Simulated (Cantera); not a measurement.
A closed system holds: 1 mol Fe₂O₃, 0.26 mol H₂S, 1.2 mol CO₂, held at 6.20 bar.

Equilibrium computed with Cantera from the NASA thermochemical tables; the gas is ideal and each condensed phase is pure. Candidate condensed phases: C, C₆H₆, C₇H₈, C₈H₁₈, Fe, Fe(CO)₅, FeO, Fe(OH)₂, Fe(OH)₃, FeS, FeSO₄, FeS₂, Fe₂O₃, Fe₂(SO₄)₃, Fe₃O₄, H₂O, H₂SO₄, S; 127 gas species. Mutual solubility and eutectic melting of coexisting phases are not modelled. The tables' stoichiometric FeO is somewhat more stable than real wüstite, so its field is too wide. FeO, FeS: taken at fixed stoichiometry. Gases not in the tables: S₃ to S₇. The numbers say what is thermodynamically allowed, not how fast it happens.

Question: Which condensed phases are stable at each of these points (T (°C)): 575, 675, 775, 875, 975, 1075, 1175, 1275, 1375?

Answer: 
```tsv
T (°C)	condensed phases	Fe condensed (%)
575	FeS₂(s) + Fe₃O₄(s)	100.0
675	FeS(s) + Fe₃O₄(s)	100.0
775	FeS(s) + Fe₃O₄(s)	100.0
875	FeS(s) + Fe₃O₄(s)	100.0
975	FeS(s) + Fe₃O₄(s)	100.0
1075	FeS(s) + Fe₃O₄(s)	100.0
1175	FeO(s) + Fe₃O₄(s)	100.0
1275	FeO(s) + Fe₃O₄(s)	100.0
1375	FeO(s) + Fe₃O₄(s)	100.0
```

At 575 °C the condensed part is FeS₂(s) + Fe₃O₄(s). From 675 °C to 1075 °C the condensed part is FeS(s) + Fe₃O₄(s). From 1175 °C to 1375 °C the condensed part is FeO(s) + Fe₃O₄(s).
